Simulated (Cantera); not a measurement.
A perfectly stirred reactor is fed with NO : N2 = 1 : 2.1 (molar parts), at 20000 Pa; it is held at 1675 K, and followed from long to short residence time.

Computed with Cantera and GRI-Mech 3.0 (53 species, 325 reactions).

**Question.** What does this change do: temperature 1675 to 1775 K?

**Answer.** 
| quantity | before | after |
|---|---|---|
| x(NO) at τ = 21.0 s | 0.273 | 0.213 |
| x(O2) at τ = 21.0 s | 0.0248 | 0.0544 |
| x(N2O) at τ = 21.0 s | 2.69e-5 | 1.71e-5 |
| x(O) at τ = 21.0 s | 1.30e-5 | 5.20e-5 |
| x(NO2) at τ = 21.0 s | 0.000142 | 0.000129 |
| x(NO) at τ = 68.0 ms | 0.322 | 0.322 |
| x(O2) at τ = 68.0 ms | 6.54e-5 | 0.000238 |
| x(N2O) at τ = 68.0 ms | 2.77e-5 | 3.56e-5 |
| x(O) at τ = 68.0 ms | 3.77e-6 | 1.35e-5 |
| x(NO2) at τ = 68.0 ms | 4.10e-5 | 4.34e-5 |

**Question.** What does this change do: N2 2.1 to 1.1 parts?

**Answer.** 
```tsv
quantity	before	after
x(NO) at τ = 21.0 s	0.273	0.380
x(O2) at τ = 21.0 s	0.0248	0.0478
x(N2O) at τ = 21.0 s	2.69e-5	5.14e-5
x(O) at τ = 21.0 s	1.30e-5	1.78e-5
x(NO2) at τ = 21.0 s	0.000142	0.000272
x(NO) at τ = 68.0 ms	0.322	0.476
x(O2) at τ = 68.0 ms	6.54e-5	0.000150
x(N2O) at τ = 68.0 ms	2.77e-5	6.02e-5
x(O) at τ = 68.0 ms	3.77e-6	4.83e-6
x(NO2) at τ = 68.0 ms	4.10e-5	7.52e-5
```
